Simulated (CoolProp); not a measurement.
Vapour-liquid equilibrium of carbon dioxide (1) + R22 (2) at 0.603 MPa; x and y are mole fractions of (1).

Computed with CoolProp (multi-fluid Helmholtz-energy mixture model, Span 1996 and Kamei 1995; pair parameters Bell 2016).

| x | bubble temperature, mixture model (°C) | bubble temperature, Raoult's law (°C) | y, mixture model | y, Raoult's law |
|---|---|---|---|---|
| 0.05 | 0.1 | -2.3 | 0.194 | 0.272 |
| 0.125 | -8.0 | -11.9 | 0.421 | 0.519 |
| 0.2 | -15.3 | -19.4 | 0.585 | 0.666 |
| 0.275 | -21.6 | -25.3 | 0.701 | 0.761 |
| 0.35 | -27.0 | -30.2 | 0.783 | 0.824 |
| 0.425 | -31.8 | -34.3 | 0.842 | 0.870 |
| 0.5 | -35.8 | -37.8 | 0.885 | 0.903 |
| 0.575 | -39.4 | -40.8 | 0.917 | 0.929 |
| 0.65 | -42.5 | -43.5 | 0.941 | 0.948 |
| 0.725 | -45.2 | -46.0 | 0.959 | 0.964 |
| 0.8 | -47.6 | -48.1 | 0.974 | 0.976 |
| 0.875 | -49.8 | -50.1 | 0.985 | 0.987 |
| 0.95 | -51.8 | -51.9 | 0.995 | 0.995 |

The largest gap from Raoult's law is +4.1 K in bubble temperature, at x = 0.2. No azeotrope shows between x = 0.05 and 0.95.

Pair parameters are fitted to limited data, so mixtures are less certain than the pure fluids.
